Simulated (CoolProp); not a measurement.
Vapour-liquid equilibrium of n-heptane (1) + o-xylene (2) at 0.361 MPa; x and y are mole fractions of (1).

The numbers come from the multi-fluid Helmholtz-energy mixture model, Span 2003 and Zhou 2012; pair parameters Bell 2016 in CoolProp.

```
x      bubble temperature, mixture model (°C)  bubble temperature, Raoult's law (°C)  y, mixture model  y, Raoult's law
-----  --------------------------------------  -------------------------------------  ----------------  ---------------
0.05                                    194.5                                  195.6             0.135            0.126
0.125                                   187.6                                  189.9             0.295            0.284
0.2                                     181.9                                  184.7             0.418            0.414
0.275                                   176.9                                  179.9             0.517            0.521
0.35                                    172.6                                  175.6             0.597            0.610
0.425                                   168.9                                  171.5             0.665            0.685
0.5                                     165.5                                  167.8             0.723            0.749
0.575                                   162.4                                  164.3             0.775            0.803
0.65                                    159.6                                  161.1             0.821            0.850
0.725                                   157.0                                  158.1             0.863            0.891
0.8                                     154.5                                  155.2             0.903            0.926
0.875                                   152.2                                  152.6             0.941            0.957
0.95                                    149.9                                  150.0             0.977            0.984
```

The largest gap from Raoult's law is -3.0 K in bubble temperature, at x = 0.275. No azeotrope shows between x = 0.05 and 0.95.

The pair parameters rest on a limited set of measurements; away from them the model extrapolates.
